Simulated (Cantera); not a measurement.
A closed system holds: 1 mol Cu, 0.05 mol H₂O, 8.5 mol CO, at 10.0 mbar.

These are equilibrium values from Cantera (NASA tables, ideal gas, pure condensed phases), not measurements of a reactor. Candidate condensed phases: C, C₆H₆, C₇H₈, C₈H₁₈, Cu, CuO, Cu(OH)₂, Cu₂O, H₂O; 113 gas species. Rates play no part.

Which condensed phases are stable at each of these points (T (°C)): 727, 802, 877, 952, 1027, 1102, 1177, 1252, 1327?


```csv
T (°C),condensed phases,Cu condensed (%)
727,Cu(s),100.0
802,Cu(s),100.0
877,Cu(s),100.0
952,Cu(s),100.0
1027,Cu(s),100.0
1102,Cu(l),99.9
1177,Cu(l),99.7
1252,Cu(l),98.9
1327,Cu(l),96.6
```

From 727 °C to 1027 °C the condensed part is Cu(s). From 1102 °C to 1327 °C the condensed part is Cu(l).
